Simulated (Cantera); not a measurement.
A freely propagating, adiabatic, planar premixed flame of H2 : O2 : N2 = 1 : 0.417 : 1.57 (molar parts), equivalence ratio 1.2, unburnt at 575 K and 3.30 bar; mixture-averaged transport, grid criteria slope 0.08 and curve 0.16, no radiation.

Detailed kinetics in Cantera: the H2/O2 subset of GRI-Mech 3.0, which has no nitrogen chemistry. The hydrogen kinetics of GRI-Mech 3.0 are dated; newer H2 mechanisms differ, most at raised pressure. Burning velocities carry a grid error of a few per cent, more on coarse grids.

x: mole fraction of selected species; z is measured from the peak of heat release.

```csv
z (mm),T (K),u (m/s),x H2,x O2,x H2O2,x O,x H,x OH
-0.291,575,7.88,0.335,0.140,<1e-8,<1e-8,<1e-8,<1e-8
-0.194,575,7.88,0.335,0.140,<1e-8,<1e-8,<1e-8,<1e-8
-0.145,575,7.88,0.335,0.140,<1e-8,<1e-8,<1e-8,<1e-8
-0.0969,575,7.88,0.335,0.140,<1e-8,<1e-8,<1e-8,<1e-8
-0.0484,597,8.11,0.328,0.140,6.54e-6,___,5.54e-5,3.23e-5
-0.0242,856,11.3,0.288,0.135,5.07e-5,___,0.00432,0.00115
0,1337,17.0,0.194,0.0970,1.45e-5,___,0.0283,0.00387
0.0242,1679,21.0,0.109,0.0430,4.01e-6,0.00798,0.0502,0.00985
0.0484,1850,23.0,0.0806,0.0208,2.39e-6,0.00840,0.0522,0.0138
0.0969,2020,24.9,0.0731,0.0119,1.35e-6,___,0.0428,0.0162
0.194,2181,26.6,0.0718,0.00831,8.10e-7,___,0.0308,0.0161
0.387,2324,28.0,0.0695,0.00532,5.33e-7,___,0.0206,0.0143
0.775,2434,29.1,0.0667,0.00303,3.64e-7,___,0.0133,0.0115
```

Task: Some entries are withheld; supply them.

Result: 
- -0.0484, x O: 6.23e-6
- -0.0242, x O: 0.000336
- 0, x O: 0.00400
- 0.0969, x O: 0.00706
- 0.194, x O: 0.00488
- 0.387, x O: 0.00291
- 0.775, x O: 0.00153
